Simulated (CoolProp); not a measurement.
20 sccm (0 °C, 1 atm) of nitrogen bubbles through liquid n-perfluorohexane at 298.9 K and leaves saturated at a total pressure of 0.15 MPa (ideal gas phase). Each further row changes one setting.

Values from CoolProp's reference Helmholtz-energy equation of state, Gao 2022.

| case | vapour pressure (kPa) | mole fraction of vapour | delivery (mg/min) | delivery (sccm) | change of delivery for a bath 1 K warmer (%) |
|---|---|---|---|---|---|
| as stated | 30.4 | 0.203 | 76.6 | 5.08 | 5.6 |
| bath temperature 303.9 K | 37.6 | 0.251 | 101 | 6.69 | 5.7 |
| total pressure 0.3 MPa | 30.4 | 0.101 | 34.0 | 2.25 | 5.0 |
